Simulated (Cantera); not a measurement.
A closed system holds: 1 mol Fe, 0.0026 mol O2, 2.2 mol CO, at 36.0 mbar.

These are equilibrium values from Cantera (NASA tables, ideal gas, pure condensed phases), not measurements of a reactor. Candidate condensed phases: C, Fe, Fe(CO)5, FeO, Fe2O3, Fe3O4; 15 gas species. Rates play no part.

Q: At 1600 °C, list the 3 most abundant gas species with their mole fractions, and the condensed phases.

A: CO 0.995, CO2 0.00236, Fe 0.00220. Condensed: Fe(l).
